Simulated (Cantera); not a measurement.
What does this Cantera script print?

```python
import numpy as np
import cantera as ct

gas = ct.Solution("gri30.yaml")
gas.TPX = 1225, 24000, {'C2H6': 1, 'N2': 15}
reactor = ct.IdealGasConstPressureReactor(gas, energy="off", clone=False)
net = ct.ReactorNet([reactor])
net.rtol, net.atol = 1e-08, 1e-18
show = ['C2H6', 'H', 'CH2', 'C2H2', 'CH3', 'HCN']
times = np.geomspace(0.0001, 200, 15)

steps = ct.SolutionArray(gas, extra=["t"])
rows = []
print(f"{'t/s':>10s}{'T/K':>9s}{'P/Pa':>11s}" + "".join(f"{s:>11s}" for s in show))
for t in times:
    while net.time < t:
        t_next = net.step()
        steps.append(gas.state, t=t_next)
    rows.append([np.interp(t, steps.t, y) for y in (steps.T, steps.P, *steps(*show).X.T)])
    print(f"{t:10.3e}{rows[-1][0]:9.1f}{rows[-1][1]:11.4g}" + "".join(f"{x:11.3e}" for x in rows[-1][2:]))
rate = np.gradient(steps.T, steps.t)
print("integrator steps:", len(steps.t))
if steps.T.max() > steps.T[0] + 200:
    print(f"time of steepest temperature rise: {steps.t[rate.argmax()]:.4e} s")
gas.TPX = 1225, 24000, {'C2H6': 1, 'N2': 15}
gas.equilibrate("TP")
print(f"equilibrium (TP): T = {gas.T:.1f} K  " + "  ".join(f"{s} {gas[s].X[0]:.3e}" for s in show))
```

Result:

```
       t/s      T/K       P/Pa       C2H6          H        CH2       C2H2        CH3        HCN
 1.000e-04   1225.0    2.4e+04  6.249e-02  1.142e-07  4.617e-11  7.135e-12  1.226e-05  6.313e-16
 2.819e-04   1225.0    2.4e+04  6.242e-02  7.261e-07  4.050e-10  2.303e-09  2.671e-05  3.221e-13
 7.946e-04   1225.0    2.4e+04  6.182e-02  2.385e-06  2.119e-09  3.764e-07  5.084e-05  2.376e-11
 2.240e-03   1225.0    2.4e+04  5.896e-02  3.299e-06  4.055e-09  1.316e-05  7.130e-05  1.137e-10
 6.314e-03   1225.0    2.4e+04  5.070e-02  3.648e-06  3.866e-09  1.578e-04  6.693e-05  2.015e-10
 1.780e-02   1225.0    2.4e+04  3.166e-02  4.423e-06  3.042e-09  1.228e-03  5.277e-05  2.788e-10
 5.017e-02   1225.0    2.4e+04  7.112e-03  4.918e-06  1.139e-09  6.425e-03  2.368e-05  3.392e-10
 1.414e-01   1225.0    2.4e+04  5.371e-04  2.072e-06  9.989e-11  1.519e-02  5.848e-06  3.515e-10
 3.986e-01   1225.0    2.4e+04  8.077e-05  8.842e-07  1.474e-11  2.223e-02  2.219e-06  3.503e-10
 1.124e+00   1225.0    2.4e+04  4.398e-05  7.220e-07  8.148e-12  3.036e-02  1.661e-06  3.480e-10
 3.168e+00   1225.0    2.4e+04  2.668e-05  6.455e-07  5.417e-12  3.957e-02  1.371e-06  3.457e-10
 8.929e+00   1225.0    2.4e+04  1.749e-05  5.546e-07  3.810e-12  4.353e-02  1.168e-06  3.455e-10
 2.517e+01   1225.0    2.4e+04  1.645e-05  5.202e-07  3.609e-12  4.364e-02  1.173e-06  3.482e-10
 7.095e+01   1225.0    2.4e+04  1.568e-05  4.631e-07  3.410e-12  4.319e-02  1.219e-06  3.551e-10
 2.000e+02   1225.0    2.4e+04  1.424e-05  3.716e-07  2.983e-12  4.230e-02  1.274e-06  3.702e-10
integrator steps: 1477
equilibrium (TP): T = 1225.0 K  C2H6 6.092e-06  H 1.774e-07  CH2 1.242e-12  C2H2 1.933e-02  CH3 1.015e-06  HCN 4.663e-02
```

Cantera simulation using GRI-Mech 3.0 (53 species, 325 reactions); the numbers are that mechanism's predictions, not measurements. GRI-Mech 3.0 stops at C3 and has no aromatics, soot or wall deposition, so with more carbon than oxygen in the feed, carbon stays in small species such as C2H2 where larger ones or solid carbon would form.
